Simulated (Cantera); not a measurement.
Standard-state values (1 bar) from the NASA 1993 polynomials, evaluated with Cantera. Values are per mole of reaction as written; species without (g) are pure solids or liquids, kept so even where they would boil at 1 bar.

a) 2 Na + Cl2(g) ⇌ 2 NaCl
b) 2 K + Cl2(g) ⇌ 2 KCl(g)
c) 0.5 Ti + Cl2(g) ⇌ 0.5 TiCl4(g)
d) 2 K + Cl2(g) ⇌ 2 KCl
e) 2 Li + Cl2(g) ⇌ 2 LiCl(g)
f) 0.6667 Ti + Cl2(g) ⇌ 0.6667 TiCl3
g) Fe + Cl2(g) ⇌ FeCl2

Problem. Order these by ΔG° at 673 K, most negative first.

Solution. d (-744 kJ), a (-697 kJ), b (-505 kJ), e (-482 kJ), f (-382 kJ), c (-341 kJ), g (-256 kJ)
